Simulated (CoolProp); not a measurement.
Properties of R113 along the isotherm 500 K (Tc = 487.2 K, pc = 33.92 bar, ω = 0.253).

Model: reference Helmholtz-energy equation of state, Marx 1992, in CoolProp.

```json
[
 {"p (bar)": "5.65", "phase": "gas", "cv (kJ/(kg K))": "0.7662", "Joule-Thomson coefficient (K/MPa)": "8.961"},
 {"p (bar)": "11.3", "phase": "gas", "cv (kJ/(kg K))": "0.7726", "Joule-Thomson coefficient (K/MPa)": "9.758"},
 {"p (bar)": "17", "phase": "gas", "cv (kJ/(kg K))": "0.7808", "Joule-Thomson coefficient (K/MPa)": "10.79"},
 {"p (bar)": "22.6", "phase": "gas", "cv (kJ/(kg K))": "0.7916", "Joule-Thomson coefficient (K/MPa)": "12.15"},
 {"p (bar)": "28.3", "phase": "gas", "cv (kJ/(kg K))": "0.8075", "Joule-Thomson coefficient (K/MPa)": "14.10"},
 {"p (bar)": "33.9", "phase": "gas", "cv (kJ/(kg K))": "0.8335", "Joule-Thomson coefficient (K/MPa)": "16.93"},
 {"p (bar)": "39.6", "phase": "supercritical", "cv (kJ/(kg K))": "0.8881", "Joule-Thomson coefficient (K/MPa)": "16.99"},
 {"p (bar)": "45.2", "phase": "supercritical", "cv (kJ/(kg K))": "0.8589", "Joule-Thomson coefficient (K/MPa)": "6.441"},
 {"p (bar)": "50.9", "phase": "supercritical", "cv (kJ/(kg K))": "0.8418", "Joule-Thomson coefficient (K/MPa)": "3.725"}
]
```
